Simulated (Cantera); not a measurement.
An adiabatic, constant-volume homogeneous reactor starts with 6.88 % C3H8, 19.1 % O2, 71.6 % N2, 2.41 % H2O, equivalence ratio 1.8, at 1500 K and 17.0 bar.

Detailed kinetics in Cantera: GRI-Mech 3.0 (53 species, 325 reactions). GRI-Mech 3.0 was tuned for natural gas; its chemistry of propane as a main component is partial and can be far from experiment. The pressure lies above the range GRI-Mech 3.0 was tuned for (to about 10 atm). Above 3000 K some thermodynamic fits are extrapolated.

**Question.** Predict: time of steepest temperature rise; temperature at 0.300 s; equilibrium temperature; x(O2) at 0.300 s; x(H2O) at 0.300 s; x(CO) at 0.300 s; x(CO2) at 0.300 s.

**Answer.** 
```json
{
 "time_of_steepest_temperature_rise": "14.2 µs",
 "temperature at 0.300 s": "3047 K",
 "equilibrium_temperature": "3047 K",
 "x(O2) at 0.300 s": "0.000107 (gas-phase equilibrium 0.000107)",
 "x(H2O) at 0.300 s": "0.133 (gas-phase equilibrium 0.133)",
 "x(CO) at 0.300 s": "0.143 (gas-phase equilibrium 0.143)",
 "x(CO2) at 0.300 s": "0.0245 (gas-phase equilibrium 0.0245)"
}
```
